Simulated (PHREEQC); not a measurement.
Dissolve 0.062 mol KOH, 0.0009 mol H3BO3 and 0.0054 mol K3PO4 per kg of water at 88 °C. Closed to the air; pH follows from the charge balance.

All values are PHREEQC results (ion-association model, wateq4f.dat), not measurements.

This is a speciation only: nothing precipitates in the calculation.

Order these P species by the share of P that they hold, largest first: HPO4-2, PO4-3, KHPO4-.

HPO4-2 (58 %), PO4-3 (39 %), KHPO4- (3.0 %)

The pH is 11.15 and the ionic strength 0.0875 mol/kgw. H3PO4, which wateq4f.dat lacks, is added to it with the constant of phreeqc.dat. Away from 25 °C the constants follow the database's enthalpies or fits; those with neither stay at their 25 °C values.
